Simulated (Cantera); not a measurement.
Cantera run, input and output.

```python
import numpy as np
import cantera as ct

gas = ct.Solution("gri30.yaml")
gas.TPX = 975, 1333, {'H2': 0.13, 'O2': 1, 'N2': 0.18}
reactor = ct.IdealGasConstPressureReactor(gas, energy="off", clone=False)
net = ct.ReactorNet([reactor])
net.rtol, net.atol = 1e-08, 1e-18
show = ['H2', 'O2', 'OH', 'H', 'H2O2']
times = np.geomspace(1e-06, 2, 11)

steps = ct.SolutionArray(gas, extra=["t"])
rows = []
print(f"{'t/s':>10s}{'T/K':>9s}{'P/Pa':>11s}" + "".join(f"{s:>11s}" for s in show))
for t in times:
    while net.time < t:
        t_next = net.step()
        steps.append(gas.state, t=t_next)
    rows.append([np.interp(t, steps.t, y) for y in (steps.T, steps.P, *steps(*show).X.T)])
    print(f"{t:10.3e}{rows[-1][0]:9.1f}{rows[-1][1]:11.4g}" + "".join(f"{x:11.3e}" for x in rows[-1][2:]))
rate = np.gradient(steps.T, steps.t)
print("integrator steps:", len(steps.t))
if steps.T.max() > steps.T[0] + 200:
    print(f"time of steepest temperature rise: {steps.t[rate.argmax()]:.4e} s")
gas.TPX = 975, 1333, {'H2': 0.13, 'O2': 1, 'N2': 0.18}
gas.equilibrate("TP")
print(f"equilibrium (TP): T = {gas.T:.1f} K  " + "  ".join(f"{s} {gas[s].X[0]:.3e}" for s in show))
```

Result:

```
       t/s      T/K       P/Pa         H2         O2         OH          H       H2O2
 1.000e-06    975.0       1333  9.924e-02  7.634e-01  9.723e-16  3.634e-13  1.463e-19
 4.267e-06    975.0       1333  9.924e-02  7.634e-01  1.603e-14  1.538e-12  2.466e-18
 1.821e-05    975.0       1333  9.924e-02  7.634e-01  2.660e-13  6.372e-12  4.500e-17
 7.768e-05    975.0       1333  9.924e-02  7.634e-01  3.464e-12  2.548e-11  8.188e-16
 3.314e-04    975.0       1333  9.924e-02  7.634e-01  3.512e-11  1.323e-10  1.501e-14
 1.414e-03    975.0       1333  9.924e-02  7.634e-01  2.181e-09  6.909e-09  3.072e-13
 6.034e-03    975.0       1333  6.154e-02  7.438e-01  2.950e-03  1.671e-02  2.699e-07
 2.575e-02    975.0       1333  8.834e-04  7.453e-01  1.070e-03  2.286e-03  2.050e-07
 1.099e-01    975.0       1333  3.816e-05  7.507e-01  1.834e-04  1.647e-05  1.320e-07
 4.687e-01    975.0       1333  1.865e-06  7.510e-01  4.504e-05  2.371e-07  4.640e-08
 2.000e+00    975.0       1333  1.464e-07  7.510e-01  1.493e-05  8.531e-09  1.372e-08
integrator steps: 1487
equilibrium (TP): T = 975.0 K  H2 4.276e-11  O2 7.510e-01  OH 2.890e-07  H 6.521e-14  H2O2 2.119e-11
```

Cantera simulation using GRI-Mech 3.0 (53 species, 325 reactions); the numbers are that mechanism's predictions, not measurements. Radical loss at walls, strong at low pressure, is not modelled. The temperature is held fixed by assumption; the heat of reaction is taken as removed at once.
